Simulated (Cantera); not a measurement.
A closed system holds: 1 mol c-C₄F₈, 1.7 mol HCl, equilibrated at 2350 K and 13.3 mbar.

These are equilibrium values from Cantera (NASA tables, ideal gas, pure condensed phases), not measurements of a reactor. The feed counts by its element totals alone. Gases not in the tables: C₂F₆ and larger saturated fluorocarbons. Rates play no part.

```json
[
 {"species": "F", "before": "0.226", "after": "0.600"},
 {"species": "Cl", "before": "0.241", "after": "0.180"},
 {"species": "HF", "before": "0.242", "after": "0.180"},
 {"species": "CF₂", "before": "0.236", "after": "0.0275"},
 {"species": "CF₄", "before": "0.0441", "after": "9.87e-6"},
 {"species": "CF", "before": "0.00451", "after": "0.0120"},
 {"species": "CClF₃", "before": "4.86e-5", "after": "3.06e-9"},
 {"species": "CF₃", "before": "0.00612", "after": "3.12e-5"},
 {"species": "Cl₂", "before": "0.000145", "after": "1.33e-6"},
 {"species": "C", "before": "1.39e-6", "after": "8.43e-5"},
 {"species": "C₂", "before": "2.78e-7", "after": "1.68e-5"},
 {"species": "C₃", "before": "3.10e-6", "after": "0.000188"},
 {"species": "C(graphite), mol", "before": "1.96", "after": "3.62"}
]
```
Gas species are given as mole fractions.

Question: Which change was made?
A. temperature from 2350 K to 1548 K
B. pressure from 13.3 mbar to 22.0 Pa
C. pressure from 13.3 mbar to 0.100 bar
D. pressure from 13.3 mbar to 0.140 bar

Answer: B, pressure from 13.3 mbar to 22.0 Pa
